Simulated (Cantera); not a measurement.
Charge: 1 mol CuO, 3.7 mol C, 0.014 mol CO, equilibrated at 973.15 K and 1.00 bar.

Method: chemical equilibrium by Gibbs-energy minimisation in Cantera with the NASA 1993 tables (ideal gas, pure condensed phases). Candidate condensed phases: C, Cu, CuO, Cu₂O; 15 gas species. Rates play no part.

Base state: CO 0.618, CO₂ 0.382 (mole fractions); condensed: C(graphite) + Cu(s).

What changes in the equilibrium state with this change: temperature from 973.15 K to 2623 K?


```json
[
 {"species": "CO", "before": "0.618", "after": "0.652"},
 {"species": "Cu", "before": "<1e-9", "after": "0.341"},
 {"species": "Cu₂", "before": "<1e-9", "after": "0.00667"},
 {"species": "CO₂", "before": "0.382", "after": "1.19e-6"},
 {"species": "C(graphite), mol", "before": "2.98", "after": "2.70"},
 {"species": "Cu(s), mol", "before": "1.00", "after": "0"},
 {"species": "Cu(l), mol", "before": "0", "after": "0.449"}
]
```
